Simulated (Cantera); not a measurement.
Charge: 1 mol Si2Cl6, 120 mol H2, held at 775 °C and 0.133 bar.

Cantera equilibrium calculation (NASA polynomials, part measured and part estimated; ideal gas, pure solids and liquids). Candidate condensed phases: Si; 19 gas species. The feed counts by its element totals alone. The tables' values for SiCl3 are old estimates; treat these amounts as uncertain. Kinetics and transport are ignored.

Base state: H2 0.976, HCl 0.0140, SiCl4 0.00536, SiHCl3 0.00381, SiCl2 0.000375, SiCl3 0.000331, SiH2Cl2 0.000309 (mole fractions); condensed: Si(s).

**Question.** What changes in the equilibrium state with this change: Si2Cl6 replaced by SiCl4?

**Answer.** 
```json
[
 {"species": "H2", "before": "0.976", "after": "0.982"},
 {"species": "HCl", "before": "0.0140", "after": "0.0121"},
 {"species": "SiCl4", "before": "0.00536", "after": "0.00296"},
 {"species": "SiCl3", "before": "0.000331", "after": "0.000212"},
 {"species": "SiHCl3", "before": "0.00381", "after": "0.00245"},
 {"species": "Si(s), mol", "before": "0.759", "after": "0.256"}
]
```
